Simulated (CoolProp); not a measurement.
Vapour-liquid equilibrium of R125 (1) + R1234yf (2) at 0.484 MPa; x and y are mole fractions of (1).

Model: multi-fluid Helmholtz-energy mixture model, Lemmon 2005 and Lemmon 2022; pair parameters Bell 2023, in CoolProp.

```tsv
x	bubble temperature, mixture model (K)	bubble temperature, Raoult's law (K)	y, mixture model	y, Raoult's law
0.05	284.8	284.7	0.089	0.098
0.2	280.3	280.1	0.320	0.343
0.35	276.3	276.1	0.504	0.532
0.5	272.8	272.6	0.655	0.680
0.65	269.6	269.4	0.780	0.799
0.8	266.7	266.6	0.885	0.896
0.95	264.1	264.0	0.973	0.976
```

The largest gap from Raoult's law is +0.2 K in bubble temperature, at x = 0.5. No azeotrope shows between x = 0.05 and 0.95.

The pair parameters rest on a limited set of measurements; away from them the model extrapolates.
